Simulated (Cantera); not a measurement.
Charge: 1 mol H2O, 0.45 mol SO2, 3.2 mol H2, held at 2623.15 K and 0.100 bar.

These are equilibrium values from Cantera (NASA tables, ideal gas, pure condensed phases), not measurements of a reactor. Candidate condensed phases: H2O, H2SO4, S; 19 gas species. Equilibrium is a limit: real reactors are often held back by kinetics, nucleation or transport.

Base state: H2 0.504, H2O 0.298, H 0.0946, SO 0.0361, SO2 0.0204, S 0.0153, OH 0.0132, SH 0.00978 (mole fractions); condensed: gas only.

What changes in the equilibrium state with this change: temperature from 2623.15 K to 1775 K?


```json
[
 {"species": "H2", "before": "0.504", "after": "0.503"},
 {"species": "H2O", "before": "0.298", "after": "0.423"},
 {"species": "H2S", "before": "0.00174", "after": "0.0321"},
 {"species": "H", "before": "0.0946", "after": "0.000649"},
 {"species": "SO", "before": "0.0361", "after": "0.00195"},
 {"species": "OH", "before": "0.0132", "after": "3.40e-5"},
 {"species": "S", "before": "0.0153", "after": "0.000328"},
 {"species": "S2", "before": "0.00454", "after": "0.0293"},
 {"species": "SO2", "before": "0.0204", "after": "0.00468"},
 {"species": "O", "before": "0.00160", "after": "3.43e-8"},
 {"species": "O2", "before": "0.000385", "after": "1.28e-8"},
 {"species": "S2O", "before": "6.00e-5", "after": "0.000130"},
 {"species": "SH", "before": "0.00978", "after": "0.00494"}
]
```

What changes in the equilibrium state with this change: H2O replaced by SF6?


```tsv
species	before	after
HF	0	0.799
SO	0.0361	0.0635
S	0.0153	0.0398
H2	0.504	0.0127
H2O	0.298	0.00508
OH	0.0132	0.00142
S2	0.00454	0.0307
H	0.0946	0.0150
SO2	0.0204	0.0243
F	0	0.00268
SF	0	0.000123
H2S	0.00174	0.000114
S2O	6.00e-5	0.000275
SH	0.00978	0.00404
```

What changes in the equilibrium state with this change: pressure from 0.100 bar to 1 atm?


```
species    before     after
-------  --------  --------
H2          0.504     0.522
H2O         0.298     0.357
H          0.0946    0.0303
S2        0.00454    0.0130
OH         0.0132   0.00491
S          0.0153   0.00814
SH        0.00978    0.0169
SO         0.0361    0.0223
SO2        0.0204    0.0146
O         0.00160  0.000183
O2       0.000385   5.10e-5
```
